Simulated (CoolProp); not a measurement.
Carbon monoxide along the isobar 47.2 bar: fugacity coefficient from the reference equation and from simpler models built on Tc = 132.9 K, pc = 34.98 bar, ω = 0.050; each cubic takes its own stable root.

Computed with CoolProp (reference Helmholtz-energy equation of state, Lemmon 2006). It is a short technical equation, of lower accuracy than the large ones.

```csv
T (K),phase,reference
124,liquid,0.4017
154.8,supercritical,0.7353
185.5,supercritical,0.8539
216.2,supercritical,0.9167
246.9,supercritical,0.9534
277.6,supercritical,0.9762
308.4,supercritical,0.9910
339.1,supercritical,1.001
369.8,supercritical,1.007
400.5,supercritical,1.012
431.2,supercritical,1.015
462,supercritical,1.017
```

Problem. How far does each simpler model (van der Waals, Redlich-Kwong, Soave-Redlich-Kwong, Peng-Robinson) lie from the reference over these 12 states: mean and median of the absolute difference, and the worst?

Solution. 
- van der Waals: mean 3.1 %, median 2.0 %, worst +17.3 % at 124 K and 47.2 bar
- Redlich-Kwong: mean 0.9 %, median 0.8 %, worst +1.9 % at 124 K and 47.2 bar
- Soave-Redlich-Kwong: mean 0.7 %, median 0.7 %, worst +1.2 % at 124 K and 47.2 bar
- Peng-Robinson: mean 1.5 %, median 1.0 %, worst -3.8 % at 154.8 K and 47.2 bar
